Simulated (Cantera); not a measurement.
Mixture: 7.56 % CO, 5.52 % H2, 1.06 % CH4, 18.1 % O2, 67.8 % N2, equivalence ratio 0.48, at 0.987 atm, adiabatic and at constant volume. Ignition delay is the time to a rise of 400 K.

Detailed kinetics in Cantera: GRI-Mech 3.0 (53 species, 325 reactions). Where the delays flatten at high temperature, the 400 K rule measures the pace of heat release, not the induction time.

### Question
Predict: delay at 1200 K; delay at 1350 K; delay at 1500 K; delay at 1650 K; delay at 1800 K.

### Answer
```json
{
  "delay at 1200 K": "94.3 µs",
  "delay at 1350 K": "50.1 µs",
  "delay at 1500 K": "35.6 µs",
  "delay at 1650 K": "30.8 µs",
  "delay at 1800 K": "30.9 µs"
}
```
